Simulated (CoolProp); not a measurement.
Saturation properties of n-undecane.

Computed with CoolProp (reference Helmholtz-energy equation of state, Aleksandrov 2011). It is a short technical equation, of lower accuracy than the large ones.

| T (K) | p (MPa) | vapour density (kg/m³) | enthalpy of vaporisation (kJ/kg) |
|---|---|---|---|
| 497.3 | 0.1937 | ___ | 246.4 |
| 506 | 0.2323 | ___ | 240.2 |
| 514.7 | ___ | ___ | 233.8 |
| 523.4 | 0.3270 | 13.90 | 227.2 |
| 532.1 | ___ | 16.43 | ___ |
| 540.8 | 0.4493 | 19.36 | 212.8 |
| 549.5 | 0.5223 | 22.77 | 205.0 |
| 558.2 | 0.6042 | 26.75 | 196.8 |

Q: Some entries are withheld; supply them.

A: 
- 497.3, vapour density (kg/m³): 8.206
- 506, vapour density (kg/m³): 9.828
- 514.7, p (MPa): 0.2765
- 514.7, vapour density (kg/m³): 11.71
- 532.1, p (MPa): 0.3844
- 532.1, enthalpy of vaporisation (kJ/kg): 220.2

It boils at 468.9 K under 1 atm.
